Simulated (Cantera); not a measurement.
Mixture: CH₄ : O₂ : N₂ = 1 : 2.11 : 8.21 (molar parts), equivalence ratio 0.95, at 57000 Pa, adiabatic and at constant volume. Ignition delay is the time to a rise of 400 K.

Detailed kinetics in Cantera: GRI-Mech 3.0 (53 species, 325 reactions).

At T0 = 1300 K, what is the delay, and which 8 reactions control it most (d ln τ / d ln k, from doubling and halving each rate constant)?

The delay is 17.3 ms.
| reaction | d ln τ / d ln k | faster rate |
|---|---|---|
| 2 CH3 (+M) <=> C2H6 (+M) | 0.53 | lengthens it |
| CH3 + O2 <=> CH3O + O | -0.44 | shortens it |
| CH3 + O2 <=> CH2O + OH | -0.34 | shortens it |
| H + O2 <=> O + OH | -0.29 | shortens it |
| CH4 + H <=> CH3 + H2 | 0.26 | lengthens it |
| CH2O + O2 <=> HCO + HO2 | -0.21 | shortens it |
| CH2O + CH3 <=> CH4 + HCO | -0.18 | shortens it |
| CH3 + HO2 <=> CH3O + OH | -0.18 | shortens it |
